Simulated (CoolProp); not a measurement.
Vapour-liquid equilibrium of CH2F2 (R32) (1) + fluoroethane (R161) (2) at 0.0826 MPa; x and y are mole fractions of (1).

Computed with CoolProp (multi-fluid Helmholtz-energy mixture model, Tillner-Roth 1997 and Wu 2012; pair parameters Bell 2016).

Problem. Give the bubble temperature and the first vapour's composition at x = 0.05, 0.35, 0.65. Is there an azeotrope?

Solution. x = 0.05: 229.8 K, y = 0.112; x = 0.35: 224.0 K, y = 0.524; x = 0.65: 220.6 K, y = 0.770. No azeotrope shows between x = 0.05 and 0.95.

Pair parameters are fitted to limited data, so mixtures are less certain than the pure fluids.
